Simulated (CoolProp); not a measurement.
Hydrogen chloride along the isotherm 327 K: Z from the reference equation and from simpler models built on Tc = 324.7 K, pc = 8.314 MPa, ω = 0.130; each cubic takes its own stable root.

The numbers come from the reference Helmholtz-energy equation of state, Thol 2018 in CoolProp.

| p (MPa) | phase | reference | Redlich-Kwong | Soave-Redlich-Kwong |
|---|---|---|---|---|
| 0.263 | gas | 0.9883 | 0.9894 | 0.9894 |
| 0.54 | gas | 0.9759 | 0.9780 | 0.9781 |
| 1.11 | gas | 0.9498 | 0.9541 | 0.9542 |
| 2.28 | gas | 0.8935 | 0.9025 | 0.9027 |
| 4.68 | gas | 0.7618 | 0.7811 | 0.7816 |
| 9.6 | supercritical | 0.2072 | 0.2690 | 0.2710 |
| 19.7 | supercritical | 0.3299 | 0.3976 | 0.3982 |
| 40.5 | supercritical | 0.5985 | 0.6925 | 0.6929 |
| 83.1 | supercritical | 1.101 | 1.244 | 1.244 |
